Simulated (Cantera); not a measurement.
A perfectly stirred reactor is fed with CH4 : C2H6 : O2 : N2 : H2O = 1 : 0.034 : 2.14 : 8.05 : 2.3 (molar parts), equivalence ratio 0.99, at 1.50 bar; it is adiabatic with a 650 K inlet, and is followed from long to short residence time, starting on the burning branch (τ in s: 0.054, 0.026, 0.012, 0.0059, 0.0028, 0.0013, 0.00064, 0.0003, 0.00014, 6.9e-05, 3.3e-05, 1.6e-05, 7.5e-06).

Model: GRI-Mech 3.0 (53 species, 325 reactions), integrated in Cantera.

Question: What does this change do: inlet temperature 650 to 723 K?

Answer: 
| quantity | before | after |
|---|---|---|
| blow-out, bracketed by the residence times tried | burning at 0.140 ms, out at 69.0 µs | burning at 69.0 µs, out at 33.0 µs |
| x(CH4) at τ = 54.0 ms | 6.31e-6 | 5.09e-6 |
| x(C2H6) at τ = 54.0 ms | 2.05e-8 | 1.60e-8 |
| x(O2) at τ = 54.0 ms | 0.00559 | 0.00603 |
| x(HCO) at τ = 54.0 ms | 2.49e-8 | 2.40e-8 |
| x(NO) at τ = 54.0 ms | 0.000316 | 0.000469 |
| x(CH4) at τ = 0.640 ms | 0.000154 | 0.000135 |
| x(C2H6) at τ = 0.640 ms | 1.18e-6 | 1.01e-6 |
| x(O2) at τ = 0.640 ms | 0.0147 | 0.0149 |
| x(HCO) at τ = 0.640 ms | 1.96e-6 | 1.86e-6 |
| x(NO) at τ = 0.640 ms | 7.56e-5 | 8.89e-5 |

Question: What does this change do: H2O 2.3 to 1.6 parts?

Answer: 
```json
[
 {"quantity": "blow-out, bracketed by the residence times tried", "before": "burning at 0.140 ms, out at 69.0 µs", "after": "burning at 69.0 µs, out at 33.0 µs"},
 {"quantity": "x(CH4) at τ = 54.0 ms", "before": "6.31e-6", "after": "4.66e-6"},
 {"quantity": "x(C2H6) at τ = 54.0 ms", "before": "2.05e-8", "after": "1.53e-8"},
 {"quantity": "x(O2) at τ = 54.0 ms", "before": "0.00559", "after": "0.00644"},
 {"quantity": "x(HCO) at τ = 54.0 ms", "before": "2.49e-8", "after": "2.65e-8"},
 {"quantity": "x(NO) at τ = 54.0 ms", "before": "0.000316", "after": "0.000630"},
 {"quantity": "x(CH4) at τ = 0.640 ms", "before": "0.000154", "after": "0.000128"},
 {"quantity": "x(C2H6) at τ = 0.640 ms", "before": "1.18e-6", "after": "9.70e-7"},
 {"quantity": "x(O2) at τ = 0.640 ms", "before": "0.0147", "after": "0.0156"},
 {"quantity": "x(HCO) at τ = 0.640 ms", "before": "1.96e-6", "after": "2.03e-6"},
 {"quantity": "x(NO) at τ = 0.640 ms", "before": "7.56e-5", "after": "0.000109"}
]
```
